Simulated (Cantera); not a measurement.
What does this Cantera script print?

```python
import numpy as np
import cantera as ct

gas_names = [...]  # 110 gases of nasa_gas.yaml made of C, H, O
cond_names = """
    C(gr) C6H6(L) C7H8(L) C8H18(L),n-octa H2O(s) H2O(L)
""".split()


# ... load() reads the species with a 1 bar reference pressure and builds the phases ...
atoms = {
    'CO': {'C': 1, 'O': 1},
    'H2': {'H': 2},
    'H2O': {'H': 2, 'O': 1},
}
top_T = {'C(gr)': 4500}  # K; cautious upper limits of use, not melting points


# ... equilibrate(T, P, feed) seeds the gas with the atoms and calls Mixture.equilibrate('TP', solver="vcs", rtol=1e-11, max_steps=5000) ...
results = []
feed = {'CO': 1, 'H2': 0.53, 'H2O': 3.9}  # mol
P = 3700000  # Pa
for T in [898, 998, 1098, 1198, 1298, 1398, 1498, 1598, 1698]:
    mix = equilibrate(T, P, feed)
    results.append((T, P, feed, dict(zip(mix.species_names, mix.species_moles))))
    x = sorted(zip(gas.X, gas.species_names), reverse=True)
    print(f"T = {T:g} K  P = {P:g} Pa  gas = {mix.phase_moles(0):.4g} mol")
    print("   x: " + "  ".join(f"{s} {v:.3e}" for v, s in x if v > 1e-05))
    print("   condensed (mol): " + ("  ".join(f"{mix.phase(i).name} {mix.phase_moles(i):.4g}"
          for i in range(1, mix.n_phases) if mix.phase_moles(i) > 1e-12) or "none"))
```

It prints:

```
T = 898 K  P = 3.7e+06 Pa  gas = 5.016 mol
   x: H2O 6.727e-01  CO2 1.461e-01  H2 1.280e-01  CH4 4.128e-02  CO 1.196e-02
   condensed (mol): none
T = 998 K  P = 3.7e+06 Pa  gas = 5.241 mol
   x: H2O 6.196e-01  H2 1.895e-01  CO2 1.426e-01  CO 3.014e-02  CH4 1.807e-02
   condensed (mol): none
T = 1098 K  P = 3.7e+06 Pa  gas = 5.387 mol
   x: H2O 5.954e-01  H2 2.190e-01  CO2 1.326e-01  CO 4.909e-02  CH4 3.982e-03
   condensed (mol): none
T = 1198 K  P = 3.7e+06 Pa  gas = 5.423 mol
   x: H2O 5.972e-01  H2 2.184e-01  CO2 1.226e-01  CO 6.121e-02  CH4 6.225e-04
   condensed (mol): none
T = 1298 K  P = 3.7e+06 Pa  gas = 5.429 mol
   x: H2O 6.044e-01  H2 2.114e-01  CO2 1.141e-01  CO 7.001e-02  CH4 1.109e-04
   condensed (mol): none
T = 1398 K  P = 3.7e+06 Pa  gas = 5.43 mol
   x: H2O 6.114e-01  H2 2.044e-01  CO2 1.069e-01  CO 7.727e-02  CH4 2.444e-05
   condensed (mol): none
T = 1498 K  P = 3.7e+06 Pa  gas = 5.43 mol
   x: H2O 6.175e-01  H2 1.983e-01  CO2 1.007e-01  CO 8.343e-02
   condensed (mol): none
T = 1598 K  P = 3.7e+06 Pa  gas = 5.43 mol
   x: H2O 6.228e-01  H2 1.931e-01  CO2 9.547e-02  CO 8.869e-02
   condensed (mol): none
T = 1698 K  P = 3.7e+06 Pa  gas = 5.43 mol
   x: H2O 6.273e-01  H2 1.886e-01  CO 9.321e-02  CO2 9.095e-02  H 1.032e-05
   condensed (mol): none
```

Method: chemical equilibrium by Gibbs-energy minimisation in Cantera with the NASA 1993 tables (ideal gas, pure condensed phases). The ideal-gas law is rough above about 30 bar.
